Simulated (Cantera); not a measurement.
Charge: 1 mol PbCl2, 0.017 mol HCl, 67 mol N2, equilibrated at 773.15 K and 0.000220 bar.

Cantera equilibrium calculation (NASA polynomials, part measured and part estimated; ideal gas, pure solids and liquids). Candidate condensed phases: NH4Cl, Pb, PbCl2; 17 gas species. The tables' values for PbCl4 are old estimates; treat these amounts as uncertain. The numbers say what is thermodynamically allowed, not how fast it happens.

Base state: N2 0.985, PbCl2 0.0115, PbCl 0.00207, PbCl4 0.00111, HCl 0.000247, Pb 7.10e-5 (mole fractions); condensed: gas only.

### Question
What changes in the equilibrium state with this change: temperature from 773.15 K to 1700 K?

### Answer
```
species   before     after
-------  -------  --------
N2         0.985     0.960
Cl         <1e-9    0.0251
Pb       7.10e-5    0.0109
PbCl2     0.0115  0.000114
PbCl4    0.00111     <1e-9
PbCl     0.00207   0.00334
```

### Question
What changes in the equilibrium state with this change: temperature from 773.15 K to 2100 K?

### Answer
```tsv
species	before	after
N2	0.985	0.957
Cl	<1e-9	0.0286
Pb	7.10e-5	0.0142
PbCl2	0.0115	4.31e-8
PbCl4	0.00111	<1e-9
H	<1e-9	0.000129
PbCl	0.00207	7.60e-5
HCl	0.000247	0.000113
```
